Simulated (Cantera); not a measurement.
Input (Python, Cantera) and output of one run.

```python
import numpy as np
import cantera as ct

gas_names = [...]  # 151 gases of nasa_gas.yaml made of C, H, N, O, Si
cond_names = """
    C(gr) C6H6(L) C7H8(L) C8H18(L),n-octa H2O(s) H2O(L) Si(cr) Si(L) SiC(b) SiO2(Lqz) SiO2(hqz) SiO2(L)
    Si2N2O(s) Si3N4(a)
""".split()


# ... load() reads the species with a 1 bar reference pressure and builds the phases ...
atoms = {
    'SiC': {'Si': 1, 'C': 1},
    'N2O': {'N': 2, 'O': 1},
    'H2': {'H': 2},
}
top_T = {'C(gr)': 4500, 'SiC(b)': 3050, 'Si2N2O(s)': 2100, 'Si3N4(a)': 2400}  # K; cautious upper limits of use, not melting points


# ... equilibrate(T, P, feed) seeds the gas with the atoms and calls Mixture.equilibrate('TP', solver="vcs", rtol=1e-11, max_steps=5000) ...
results = []
feed = {'SiC': 1, 'N2O': 0.1, 'H2': 49}  # mol
P = 101325  # Pa
for T in [1673, 1748, 1823, 1898, 1973, 2048, 2123, 2198, 2273]:
    mix = equilibrate(T, P, feed)
    results.append((T, P, feed, dict(zip(mix.species_names, mix.species_moles))))

top = {s: max(r[3][s] / sum(r[3][g] for g in gas_names) for r in results) for s in gas_names}
cols = sorted((s for s in top if top[s] > 1e-05), key=lambda s: -top[s])[:8]
seen = [c for c in cond_names if any(r[3].get(c, 0) > 1e-12 for r in results)]
print("log10 of partial pressures in bar; condensed amounts in mol")
print(f"{'T/K':>10s}" + "".join(f"{s[:9]:>10s}" for s in cols + seen))
for T, P, feed, n in results:
    ng = sum(n[g] for g in gas_names)
    print(f"{T:10.4g}" + "".join(f"{np.log10(max(n[s] / ng * P / 1e5, 1e-99)):10.3f}" for s in cols)
          + "".join(f"{n.get(c, 0):10.4g}" for c in seen))
```

Result:

```
log10 of partial pressures in bar; condensed amounts in mol
       T/K        H2         H        N2        CO       SiO        Si      SiH2       HCN    SiC(b) Si2N2O(s)
      1673     0.004    -3.941    -2.831    -2.912    -3.597    -7.383    -5.957    -4.786    0.9315   0.02806
      1748     0.004    -3.639    -2.701    -2.992    -3.012    -6.411    -5.257    -4.825    0.9465  0.002965
      1823     0.004    -3.361    -2.689    -3.002    -2.975    -5.801    -4.897    -4.634    0.9477         0
      1898     0.004    -3.105    -2.691    -3.000    -2.976    -5.263    -4.589    -4.440    0.9469         0
      1973     0.003    -2.868    -2.693    -2.995    -2.981    -4.770    -4.307    -4.259    0.9453         0
      2048     0.003    -2.648    -2.696    -2.984    -2.992    -4.320    -4.053    -4.086    0.9422         0
      2123     0.002    -2.444    -2.701    -2.962    -3.016    -3.914    -3.831    -3.913    0.9361         0
      2198     0.001    -2.254    -2.710    -2.926    -3.062    -3.557    -3.644    -3.735    0.9249         0
      2273    -0.000    -2.076    -2.723    -2.878    -3.140    -3.247    -3.494    -3.548     0.905         0
```

Equilibrium computed with Cantera from the NASA thermochemical tables; the gas is ideal and each condensed phase is pure. Mutual solubility and eutectic melting of coexisting phases are not modelled. Gases not in the tables: Si2H6 and higher silanes.
